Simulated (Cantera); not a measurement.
Source: NASA polynomial tables (part measured, part estimated), evaluated in Cantera. Values are per mole of reaction as written; species without (g) are pure solids or liquids, kept so even where they would boil at 1 bar.

Between 1975 and 2975 K, where is each reaction favourable under standard conditions?
- 2 NO2(g) ⇌ 2 NO(g) + O2(g)
- O(g) + NO(g) ⇌ NO2(g)


- 2 NO2(g) ⇌ 2 NO(g) + O2(g): ΔG° is -182 kJ at 1975 K and -329 kJ at 2975 K; it stays negative (K > 1). ΔH° is 106 kJ and ΔS° 146 J/K at 2975 K.
- O(g) + NO(g) ⇌ NO2(g): ΔG° is -32 kJ at 1975 K and 109 kJ at 2975 K; it changes sign between 2175 and 2275 K. ΔH° is -309 kJ and ΔS° -140 J/K at 2975 K.
